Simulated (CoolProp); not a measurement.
Saturation properties of fluorine (Tc = 144.4 K, pc = 5.240 MPa, ω = 0.045).

Model: reference Helmholtz-energy equation of state, de Reuck 1990, in CoolProp.

```json
[
 {"T (K)": "101", "p (MPa)": "0.4631", "vapour density (kg/m³)": "23.18", "enthalpy of vaporisation (kJ/kg)": "157.1", "liquid cp (kJ/(kg K))": "1.593", "surface tension (mN/m)": "9.20"},
 {"T (K)": "104.9", "p (MPa)": "0.6232", "vapour density (kg/m³)": "30.74", "enthalpy of vaporisation (kJ/kg)": "152.1", "liquid cp (kJ/(kg K))": "1.625", "surface tension (mN/m)": "8.21"},
 {"T (K)": "108.9", "p (MPa)": "0.8259", "vapour density (kg/m³)": "40.33", "enthalpy of vaporisation (kJ/kg)": "146.5", "liquid cp (kJ/(kg K))": "1.666", "surface tension (mN/m)": "7.21"},
 {"T (K)": "112.9", "p (MPa)": "1.072", "vapour density (kg/m³)": "52.14", "enthalpy of vaporisation (kJ/kg)": "140.3", "liquid cp (kJ/(kg K))": "1.718", "surface tension (mN/m)": "6.23"},
 {"T (K)": "116.8", "p (MPa)": "1.360", "vapour density (kg/m³)": "66.25", "enthalpy of vaporisation (kJ/kg)": "133.7", "liquid cp (kJ/(kg K))": "1.785", "surface tension (mN/m)": "5.30"},
 {"T (K)": "120.8", "p (MPa)": "1.708", "vapour density (kg/m³)": "84.03", "enthalpy of vaporisation (kJ/kg)": "126.1", "liquid cp (kJ/(kg K))": "1.878", "surface tension (mN/m)": "4.38"},
 {"T (K)": "124.7", "p (MPa)": "2.106", "vapour density (kg/m³)": "105.5", "enthalpy of vaporisation (kJ/kg)": "117.8", "liquid cp (kJ/(kg K))": "2.009", "surface tension (mN/m)": "3.52"},
 {"T (K)": "128.7", "p (MPa)": "2.579", "vapour density (kg/m³)": "133.1", "enthalpy of vaporisation (kJ/kg)": "107.9", "liquid cp (kJ/(kg K))": "2.213", "surface tension (mN/m)": "2.67"},
 {"T (K)": "132.6", "p (MPa)": "3.109", "vapour density (kg/m³)": "168.0", "enthalpy of vaporisation (kJ/kg)": "96.48", "liquid cp (kJ/(kg K))": "2.549", "surface tension (mN/m)": "1.89"}
]
```

It boils at 85.0 K under 1 atm.

Surface tension comes from a separate correlation (Mulero 2012).
